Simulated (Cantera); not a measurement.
A closed system holds: 1 mol CaF₂, 0.073 mol H₂O, 0.28 mol H₂, 2.7 mol O₂, held at 2000 K and 13.3 mbar.

Cantera equilibrium calculation (NASA polynomials, part measured and part estimated; ideal gas, pure solids and liquids). Candidate condensed phases: Ca, CaF₂, CaO, Ca(OH)₂, H₂O; 29 gas species. Equilibrium is a limit: real reactors are often held back by kinetics, nucleation or transport.

Base state: O₂ 0.649, CaF₂ 0.181, HF 0.146, H₂O 0.0151, O 0.00467, OH 0.00310, F 0.000124, H 9.63e-5 (mole fractions); condensed: CaO(s).

What changes in the equilibrium state with this change: H₂O from 0.073 to 17 mol?


```tsv
species	before	after
H₂O	0.0151	0.763
O₂	0.649	0.120
HF	0.146	0.0923
CaF₂	0.181	0.00143
OH	0.00310	0.0145
H₂	4.68e-5	0.00550
Ca(OH)₂	1.54e-6	7.78e-5
F	0.000124	7.21e-6
CaO(s), mol	0.287	0.968
```
